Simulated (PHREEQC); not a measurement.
Make-up at 25 °C: 0.078 mol/kgw CuCl2, 5.1e-05 mol/kgw HCl and 0.0068 mol/kgw NaCl. Closed to the air; pH follows from the charge balance.

Equilibrium calculation in PHREEQC: ion-association model, phreeqc.dat.

Each row changes one thing in this solution. This is a speciation only: nothing precipitates in the calculation.

```
case                                          pH  ionic strength (mol/kgw)  Cl- (mol/kgw)  Cu+2 (mol/kgw)  CuCl+ (mol/kgw)  CuCl2 (mol/kgw)  SI of Halite (NaCl)
------------------------------------  ----------  ------------------------  -------------  --------------  ---------------  ---------------  -------------------
as made                                     4.17                     0.222          0.153          0.0687          0.00895         0.000352                -4.83
CuCl2 from 0.078 to 0.117 mol/kgw           4.12                     0.322          0.222          0.0993           0.0168         0.000867                -4.70
HCl from 5.1e-05 to 0.000102 mol/kgw  (withheld)                     0.222          0.153          0.0687       (withheld)         0.000352                -4.83
diluted 100-fold with water                 5.33                   0.00240        0.00163        0.000773          2.74e-6          2.15e-9                -8.57
HCl left out                          (withheld)                     0.222          0.153          0.0686          0.00895         0.000352                -4.83
0.0037 mol/kgw CO2 added                    3.77                     0.222          0.153          0.0686          0.00894         0.000352                -4.83
```

What belongs in the gaps?


- HCl from 5.1e-05 to 0.000102 mol/kgw, pH: 4.02
- HCl from 5.1e-05 to 0.000102 mol/kgw, CuCl+ (mol/kgw): 0.00896
- HCl left out, pH: 4.31
